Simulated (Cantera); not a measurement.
A freely propagating, adiabatic, planar premixed flame of CH4 : O2 : N2 : H2O = 1 : 1.82 : 6.84 : 0.036 (molar parts), equivalence ratio 1.1, unburnt at 325 K and 1350 Torr; mixture-averaged transport, grid criteria slope 0.08 and curve 0.16, no radiation.

Cantera simulation using GRI-Mech 3.0 (53 species, 325 reactions); the numbers are that mechanism's predictions, not measurements. Burning velocities carry a grid error of a few per cent, more on coarse grids.

x: mole fraction of selected species; z is measured from the peak of heat release.

| z (mm) | T (K) | u (m/s) | x CH4 | x O2 | x HO2 | x OH | x CH3 | x CO2 |
|---|---|---|---|---|---|---|---|---|
| -0.845 | 325 | 0.349 | 0.103 | 0.188 | ___ | <1e-8 | <1e-8 | 9.59e-8 |
| -0.563 | 327 | 0.352 | 0.103 | 0.187 | ___ | <1e-8 | 1.06e-8 | 2.88e-6 |
| -0.422 | 336 | 0.362 | 0.102 | 0.186 | ___ | <1e-8 | 6.12e-8 | 2.69e-5 |
| -0.282 | 425 | 0.462 | 0.0960 | 0.180 | ___ | 1.63e-7 | 1.02e-6 | 0.000524 |
| -0.141 | 938 | 1.04 | 0.0645 | 0.137 | 0.000149 | 1.44e-5 | 0.000162 | 0.00730 |
| -0.0704 | 1392 | 1.55 | 0.0342 | 0.0922 | 0.000153 | 0.000162 | 0.00133 | 0.0176 |
| 0 | 1794 | 2.01 | 0.00727 | 0.0433 | ___ | 0.00161 | 0.00189 | 0.0335 |
| 0.0704 | 1951 | 2.18 | 0.000387 | 0.0178 | ___ | 0.00483 | 0.000206 | 0.0494 |
| 0.141 | 1999 | 2.22 | 1.03e-5 | 0.0104 | ___ | 0.00614 | 6.60e-6 | 0.0595 |
| 0.282 | 2051 | 2.27 | 1.89e-8 | 0.00683 | ___ | 0.00606 | 1.41e-8 | 0.0668 |
| 0.563 | 2108 | 2.33 | <1e-8 | 0.00461 | ___ | 0.00520 | <1e-8 | 0.0700 |
| 1.13 | 2161 | 2.38 | <1e-8 | 0.00271 | ___ | 0.00399 | <1e-8 | 0.0721 |
| 2.25 | 2197 | 2.41 | <1e-8 | 0.00135 | ___ | 0.00281 | <1e-8 | 0.0737 |

What belongs in the gaps?


- -0.845, x HO2: 1.36e-8
- -0.563, x HO2: 2.51e-7
- -0.422, x HO2: 1.69e-6
- -0.282, x HO2: 2.22e-5
- 0, x HO2: 7.11e-5
- 0.0704, x HO2: 1.20e-5
- 0.141, x HO2: 5.67e-6
- 0.282, x HO2: 3.62e-6
- 0.563, x HO2: 2.21e-6
- 1.13, x HO2: 1.14e-6
- 2.25, x HO2: 4.92e-7
